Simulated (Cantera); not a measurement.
An adiabatic, constant-volume homogeneous reactor starts with CH4 : C2H6 : O2 : N2 = 1 : 0.12 : 1.27 : 4.79 (molar parts), equivalence ratio 1.9, at 1250 K and 1.20 bar. Integrator tolerance rtol = 1e-08.

Computed with Cantera and GRI-Mech 3.0 (53 species, 325 reactions).

```tsv
quantity	before	after
time of steepest temperature rise	2.77 ms	3.03 ms
temperature at 2.00 s	2662 K	2374 K
equilibrium temperature	2662 K	2374 K
x(CH4) at 2.00 s	4.16e-11 (gas-phase equilibrium 4.69e-11)	2.26e-11 (gas-phase equilibrium 2.55e-11)
x(C2H6) at 2.00 s	<1e-12 (gas-phase equilibrium <1e-12)	<1e-12 (gas-phase equilibrium <1e-12)
x(O2) at 2.00 s	4.63e-5 (gas-phase equilibrium 4.63e-5)	7.09e-6 (gas-phase equilibrium 7.09e-6)
x(C2H) at 2.00 s	<1e-12 (gas-phase equilibrium <1e-12)	<1e-12 (gas-phase equilibrium <1e-12)
x(H2O) at 2.00 s	0.132 (gas-phase equilibrium 0.132)	0.133 (gas-phase equilibrium 0.133)
x(CO) at 2.00 s	0.128 (gas-phase equilibrium 0.128)	0.127 (gas-phase equilibrium 0.127)
x(OH) at 2.00 s	0.00248 (gas-phase equilibrium 0.00248)	0.000806 (gas-phase equilibrium 0.000806)
```

**Question.** Name the change that produced these shifts.
(A) initial temperature 1250 to 1100 K
(B) pressure from 1.20 bar to 21.0 bar
(C) constant pressure in place of constant volume
(D) C2H6 0.12 to 0.094 parts

**Answer.** C, constant pressure in place of constant volume
